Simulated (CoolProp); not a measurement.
1000 sccm (0 °C, 1 atm) of nitrogen bubbles through liquid toluene at 315.3 K and leaves saturated at a total pressure of 0.15 MPa (ideal gas phase). Each further row changes one setting.

Computed with CoolProp (reference Helmholtz-energy equation of state, Lemmon 2006). It is a short technical equation, of lower accuracy than the large ones.

| case | vapour pressure (kPa) | mole fraction of vapour | delivery (mg/min) | delivery (sccm) | change of delivery for a bath 1 K warmer (%) |
|---|---|---|---|---|---|
| as stated | 8.71 | 0.0580 | 253 | 61.6 | 4.9 |
| bath temperature 320.3 K | 10.9 | 0.0725 | 321 | 78.1 | 4.8 |
| total pressure 0.3 MPa | 8.71 | 0.0290 | 123 | 29.9 | 4.8 |
